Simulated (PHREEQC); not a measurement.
Make-up at 20 °C: 24 mmol/kgw NH4HCO3. Closed to the air; pH follows from the charge balance.

All values are PHREEQC results (ion-association model, phreeqc.dat), not measurements.

```
Property                       Value
--------------------  --------------
pH                              7.86
ionic strength        0.0235 mol/kgw
specific conductance      2240 µS/cm
total alkalinity         24.0 meq/kg
```

```
species  molality  activity   log γ
-------  --------  --------  ------
NH4+       0.0234    0.0200  -0.069
HCO3-      0.0232    0.0202  -0.061
CO2      0.000675  0.000678   0.002
NH3      0.000567  0.000570   0.002
CO3-2    0.000107   6.09e-5  -0.244
OH-       5.71e-7   4.91e-7  -0.066
H+        1.58e-8   1.39e-8  -0.053
(CO2)2    7.09e-9   7.13e-9   0.002
```

This is a speciation only: nothing precipitates in the calculation. Carbamate, which ammonia and carbonate form, is missing from the database.
